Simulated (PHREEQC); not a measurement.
Make-up at 25 °C: 0.0052 mol H2SO4, 0.0056 mol FeSO4 and 0.06 mol Fe2(SO4)3 per kg of water. Closed to the air; pH follows from the charge balance.

Computed with PHREEQC (ion-association model, phreeqc.dat).

| quantity | before | after |
|---|---|---|
| pH | 2.36 | 2.33 |
| ionic strength (mol/kgw) | 0.191 | 0.203 |
| FeSO4+ (mol/kgw) | 0.0851 | 0.0815 |
| HSO4- (mol/kgw) | 0.00755 | 0.0121 |
| SI of Goethite (FeOOH) | +4.71 | +5.13 |
| SI of Hematite (Fe2O3) | +11.42 | +12.35 |

Task: Name the change that produced these shifts.
A. 0.12 mol/kgw KCl added
B. temperature from 25 to 45 °C
C. diluted 2-fold with water
D. FeSO4 replaced by Al2(SO4)3 at the same molality
E. temperature from 25 to 60 °C

Result: B, temperature from 25 to 45 °C

No solid was allowed to form. Some of these states are supersaturated (in Hematite (slow to form), Goethite (slow to form), for instance). At this temperature some constants are extrapolated from 25 °C, and those without enthalpy data are left unchanged.
